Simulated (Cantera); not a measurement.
## Equilibrium for silicon nitride deposition: SiH4 + NH3

Charge: 1 mol SiH4, 23 mol NH3, held at 6.50 mbar.

Cantera equilibrium calculation (NASA polynomials, part measured and part estimated; ideal gas, pure solids and liquids). Candidate condensed phases: Si, Si3N4; 18 gas species. The tables' values for SiN are old estimates; treat these amounts as uncertain. Gases not in the tables: Si2H6 and higher silanes. Equilibrium is a limit: real reactors are often held back by kinetics, nucleation or transport.

From 948 K to 1648 K the condensed part is Si3N4(s). From 1748 K to 1948 K the condensed part is Si(l).

| T (K) | x H2 | x N2 | x H | x Si | x SiH | x SiH2 | n Si3N4(s) | n Si(l) |
|---|---|---|---|---|---|---|---|---|
| 948 | 0.771 | 0.229 | 5.71e-9 | <1e-12 | <1e-12 | <1e-12 | 0.333 | 0 |
| 1048 | 0.771 | 0.229 | 8.41e-8 | <1e-12 | <1e-12 | <1e-12 | 0.333 | 0 |
| 1148 | 0.771 | 0.229 | 7.80e-7 | <1e-12 | <1e-12 | <1e-12 | 0.333 | 0 |
| 1248 | 0.771 | 0.229 | 5.09e-6 | 2.22e-12 | 1.75e-12 | 4.32e-11 | 0.333 | 0 |
| 1348 | 0.771 | 0.229 | 2.52e-5 | 3.14e-10 | 1.43e-10 | 1.42e-9 | 0.333 | 0 |
| 1448 | 0.771 | 0.229 | 0.000100 | 2.23e-8 | 6.32e-9 | 2.86e-8 | 0.333 | 0 |
| 1548 | 0.771 | 0.229 | 0.000335 | 9.04e-7 | 1.69e-7 | 3.89e-7 | 0.333 | 0 |
| 1648 | 0.770 | 0.229 | 0.000969 | 2.32e-5 | 3.02e-6 | 3.83e-6 | 0.333 | 0 |
| 1748 | 0.758 | 0.239 | 0.00247 | 0.000224 | 2.09e-5 | 1.56e-5 | 0 | 0.986 |
| 1848 | 0.755 | 0.239 | 0.00571 | 0.000965 | 6.74e-5 | 3.14e-5 | 0 | 0.945 |
| 1948 | 0.747 | 0.237 | 0.0121 | 0.00357 | 0.000191 | 5.85e-5 | 0 | 0.803 |
x: gas mole fraction; n: condensed amount in mol.
